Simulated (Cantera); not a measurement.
What does this Cantera script print?

```python
import numpy as np
import cantera as ct

gas_names = """
    AL ALH ALI ALI3 ALN ALO ALOH ALO2 ALO2H AL2 AL2I6 AL2O AL2O2 H HALO HI HNO HNO2 HNO3 HO2 H2 H2O H2O2
    I I2 N NH NH2 NH3 NH2OH NO NO2 NO3 N2 N2H2 N2H4 N2O O OH O2 O3
""".split()
cond_names = """
    AL(cr) AL(L) ALI3(s) ALI3(L) ALN(s) AL2O3(a) AL2O3(L) H2O(s) H2O(L) I2(cr) I2(L)
""".split()


def load(file, names, dense=False):
    # The tables refer to 1 bar. Condensed volumes are neglected.
    table = {s.name: s for s in ct.Species.list_from_file(file)}
    out = []
    for n in names:
        d = dict(table[n].input_data)
        d["thermo"] = dict(d["thermo"], **{"reference-pressure": 1e5})
        if dense:
            d["equation-of-state"] = {"model": "constant-volume", "density": "1e6 g/cm^3"}
        out.append(ct.Species.from_dict(d))
    return out


gas = ct.Solution(thermo="ideal-gas", species=load("nasa_gas.yaml", gas_names))
cond = {s.name: ct.Solution(thermo="fixed-stoichiometry", species=[s], name=s.name)
        for s in load("nasa_condensed.yaml", cond_names, dense=True)}
atoms = {
    'AlI3': {'AL': 1, 'I': 3},
    'H2O': {'H': 2, 'O': 1},
    'N2': {'N': 2},
    'N2O': {'N': 2, 'O': 1},
}
top_T = {'ALN(s)': 2750}  # K; cautious upper limits of use, not melting points


def equilibrate(T, P, feed):
    n = {}
    for name, mol in feed.items():
        for a, k in atoms[name].items():
            n[a] = n.get(a, 0.0) + k * mol
    gas.TPX = T, P, n
    mass = sum(n.values()) * gas.mean_molecular_weight
    gas.equilibrate("TP")
    valid = [c for c in cond.values() if c.min_temp <= T <= top_T.get(c.name, c.max_temp)]
    mix = ct.Mixture([(gas, mass / gas.mean_molecular_weight)] + [(c, 0.0) for c in valid])
    mix.T, mix.P = T, P
    mix.equilibrate("TP", solver="vcs", rtol=1e-11, max_steps=5000)
    return mix


results = []
feed = {'AlI3': 1, 'H2O': 13, 'N2': 9.2, 'N2O': 3.3}  # mol
T = 2048  # K
for P in [10, 63, 400, 2500, 16000, 100000]:
    mix = equilibrate(T, P, feed)
    results.append((T, P, feed, dict(zip(mix.species_names, mix.species_moles))))

top = {s: max(r[3][s] / sum(r[3][g] for g in gas_names) for r in results) for s in gas_names}
cols = sorted((s for s in top if top[s] > 0.0001), key=lambda s: -top[s])[:8]
seen = [c for c in cond_names if any(r[3].get(c, 0) > 1e-12 for r in results)]
print("log10 of partial pressures in bar; condensed amounts in mol")
print(f"{'P/Pa':>10s}" + "".join(f"{s[:9]:>10s}" for s in cols + seen))
for T, P, feed, n in results:
    ng = sum(n[g] for g in gas_names)
    print(f"{P:10.4g}" + "".join(f"{np.log10(max(n[s] / ng * P / 1e5, 1e-99)):10.3f}" for s in cols)
          + "".join(f"{n.get(c, 0):10.4g}" for c in seen))
```

Output:

```
log10 of partial pressures in bar; condensed amounts in mol
      P/Pa       H2O        N2         I        H2         H        O2        OH         O  AL2O3(a)
        10    -4.515    -4.412    -5.031    -5.249    -5.274    -5.305    -5.504    -5.671    0.4994
        63    -3.625    -3.590    -4.209    -4.705    -5.003    -4.611    -4.885    -5.324    0.4998
       400    -2.783    -2.777    -3.398    -4.228    -4.764    -3.882    -4.282    -4.959    0.4999
      2500    -1.971    -1.978    -2.599    -3.796    -4.548    -3.121    -3.686    -4.579       0.5
   1.6e+04    -1.157    -1.170    -1.793    -3.380    -4.340    -2.326    -3.080    -4.181       0.5
     1e+05    -0.358    -0.373    -1.001    -2.979    -4.139    -1.531    -2.482    -3.784       0.5
```

Equilibrium computed with Cantera from the NASA thermochemical tables; the gas is ideal and each condensed phase is pure. Gases not in the tables: Al(OH)3.
